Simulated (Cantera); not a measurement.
A closed system holds: 1 mol Si, 0.72 mol Cl₂, 3.9 mol H₂, equilibrated at 13300 Pa.

Cantera equilibrium calculation (NASA polynomials, part measured and part estimated; ideal gas, pure solids and liquids). Candidate condensed phases: Si; 19 gas species. The tables' values for SiCl₃, SiCl are old estimates; treat these amounts as uncertain. Kinetics and transport are ignored.

x: gas mole fraction; n: condensed amount in mol.

| T (K) | x H₂ | x HCl | x SiCl₂ | x SiCl₄ | x SiHCl₃ | x SiCl₃ | x SiH₂Cl₂ | n Si(s) |
|---|---|---|---|---|---|---|---|---|
| 850 | 0.905 | 0.00380 | 1.90e-5 | 0.0644 | 0.0255 | 0.000131 | 0.000886 | 0.615 |
| 950 | 0.900 | ? | ? | 0.0630 | 0.0240 | 0.000613 | 0.000930 | 0.623 |
| 1050 | 0.890 | ? | ? | 0.0590 | ? | 0.00205 | 0.000935 | 0.636 |
| 1150 | 0.872 | 0.0474 | 0.00568 | 0.0505 | 0.0188 | 0.00512 | 0.000882 | 0.651 |
| 1250 | 0.845 | 0.0771 | 0.0177 | 0.0361 | 0.0141 | 0.00945 | 0.000747 | 0.658 |
| 1350 | 0.815 | 0.106 | 0.0388 | 0.0190 | 0.00837 | 0.0122 | 0.000538 | 0.648 |
| 1450 | 0.793 | 0.124 | 0.0602 | 0.00692 | 0.00380 | 0.0107 | 0.000324 | 0.627 |
| 1550 | 0.784 | 0.132 | 0.0737 | 0.00202 | 0.00148 | 0.00731 | 0.000176 | 0.611 |
| 1650 | 0.780 | 0.133 | 0.0808 | 0.000580 | 0.000571 | 0.00462 | 9.59e-5 | 0.601 |

Fill in the missing entries.


- 1050, x HCl: 0.0248
- 1050, x SiCl₂: 0.00129
- 1050, x SiHCl₃: 0.0220
- 950, x HCl: 0.0108
- 950, x SiCl₂: 0.000199
